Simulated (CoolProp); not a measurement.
Vapour-liquid equilibrium of acetone (1) + toluene (2) at 65.3 kPa; x and y are mole fractions of (1).

Computed with CoolProp (multi-fluid Helmholtz-energy mixture model, Lemmon 2006 and Lemmon 2006; pair parameters Bell 2016).

```csv
x,"bubble temperature, mixture model (°C)","bubble temperature, Raoult's law (°C)","y, mixture model","y, Raoult's law"
0.05,86.1,89.7,0.297,0.217
0.2,69.5,76.0,0.655,0.586
0.35,61.1,66.4,0.784,0.763
0.5,55.7,59.2,0.855,0.862
0.65,51.5,53.5,0.905,0.924
0.8,48.0,48.9,0.947,0.964
0.95,44.8,45.0,0.987,0.992
```

The largest gap from Raoult's law is -6.5 K in bubble temperature, at x = 0.2. No azeotrope shows between x = 0.05 and 0.95.

Pair parameters are fitted to limited data, so mixtures are less certain than the pure fluids.
